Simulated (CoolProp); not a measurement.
Properties of octamethyltrisiloxane (MDM) along the isotherm 147.55 °C (Tc = 292.2 °C, pc = 1438 kPa, ω = 0.528).

Values from CoolProp's reference Helmholtz-energy equation of state, Thol 2017.

```
p (kPa)   phase         Z  cv (kJ/(kg K))  fugacity coefficient
-------  ------  --------  --------------  --------------------
45.5        gas    0.9666           1.704                0.9677
93.4     liquid  0.009270           1.776                0.8920
192      liquid   0.01904           1.776                0.4382
394      liquid   0.03903           1.776                0.2179
808      liquid   0.07983           1.776                0.1107
1660     liquid    0.1632           1.776               0.05859
3410     liquid    0.3321           1.776               0.03385
7000     liquid    0.6703           1.777               0.02332
14400    liquid     1.342           1.779               0.02279
```
